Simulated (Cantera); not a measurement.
Feed: 1 mol BF3, 0.24 mol H2O, 0.19 mol N2, held at 1625 K and 100000 Pa.

Equilibrium computed with Cantera from the NASA thermochemical tables; the gas is ideal and each condensed phase is pure. Candidate condensed phases: B, BN, B2O3, B3O3H3, H2O; 62 gas species. Gases not in the tables: H3BO3. The numbers say what is thermodynamically allowed, not how fast it happens.

Base state: BF3 0.503, HF 0.247, N2 0.119, BOF 0.0943, H2O 0.0246, B3O3F3 0.00805, HBO2 0.00338, BOF2 7.59e-5 (mole fractions); condensed: gas only.

Task: What changes in the equilibrium state with this change: temperature from 1625 K to 1523 K?

Result: 
```tsv
species	before	after
BF3	0.503	0.531
HF	0.247	0.234
N2	0.119	0.123
BOF	0.0943	0.0524
B3O3F3	0.00805	0.0201
H2O	0.0246	0.0368
B2O3	2.36e-5	8.62e-6
BOF2	7.59e-5	4.29e-5
H2	6.73e-5	3.82e-5
```
